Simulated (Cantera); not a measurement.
What does this Cantera script print?

```python
import numpy as np
import cantera as ct

gas_names = """
    H2O O CrO3 NH3
""".split()
cond_names = """
    Cr2N(s)
""".split()


# ... load() reads the species with a 1 bar reference pressure and builds the phases ...
species = {s.name: s for s in load("nasa_gas.yaml", gas_names) + load("nasa_condensed.yaml", cond_names)}
# Each term lists the table entries of one substance; the one whose range holds T is used.
reactions = {
    '3 H2O(g) + 9 O(g) + 2 Cr2N = 4 CrO3(g) + 2 NH3(g)':
        [(-3, ['H2O']), (-9, ['O']), (-2, ['Cr2N(s)']), (4, ['CrO3']), (2, ['NH3'])],
}


def pick(names, T):
    return next(species[n] for n in names if species[n].thermo.min_temp <= T <= species[n].thermo.max_temp)


results = []
for label, terms in reactions.items():
    print(label)
    print("     T/K   dH/kJ  dS/(J/K)   dG/kJ   log10 K")
    for T in [523, 723, 923, 1123, 1323, 1523, 1723]:
        used = [(nu, pick(names, T)) for nu, names in terms]
        dH = sum(nu * s.thermo.h(T) for nu, s in used) / 1e6
        dS = sum(nu * s.thermo.s(T) for nu, s in used) / 1e3
        dG = dH - T * dS / 1e3
        logK = -dG * 1e6 / (ct.gas_constant * T * np.log(10))
        results.append((label, T, dH, dS, dG, logK, [s.name for _, s in used]))
        print(f"{T:8g} {dH:8.1f} {dS:8.1f} {dG:8.1f} {logK:8.2f}")
```

Result:

```
3 H2O(g) + 9 O(g) + 2 Cr2N = 4 CrO3(g) + 2 NH3(g)
     T/K   dH/kJ  dS/(J/K)   dG/kJ   log10 K
     523  -2553.8   -757.8  -2157.5   215.48
     723  -2569.1   -782.6  -2003.2   144.72
     923  -2582.2   -798.7  -1845.0   104.41
    1123  -2595.5   -811.7  -1683.9    78.32
    1323  -2609.9   -823.5  -1520.4    60.03
    1523  -2625.7   -834.6  -1354.6    46.46
    1723  -2643.3   -845.4  -1186.6    35.97
```

Source: NASA polynomial tables (part measured, part estimated), evaluated in Cantera. Condensed species are held in their standard states even where they would react or evaporate.
